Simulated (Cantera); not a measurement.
Charge: 1 mol CuO, 6.9 mol CO, 2.5 mol N2, at 1098.15 K and 0.135 Torr.

Equilibrium computed with Cantera from the NASA thermochemical tables; the gas is ideal and each condensed phase is pure. Rates play no part.

```tsv
species	before	after
CO	0.628	0.600
N2	0.266	0.225
Cu	3.11e-6	0.0904
CO2	0.106	0.0240
O	<1e-9	0.0539
O2	<1e-9	0.00534
NO	<1e-9	0.00171
Cu(s), mol	1.000	0
```
Gas species are given as mole fractions.

### Question
Name the change that produced these shifts.
A. pressure from 0.135 Torr to 6980 Torr
B. temperature from 1098.15 K to 2050 K
C. temperature from 1098.15 K to 2425 K
D. temperature from 1098.15 K to 1598 K

### Answer
C, temperature from 1098.15 K to 2425 K
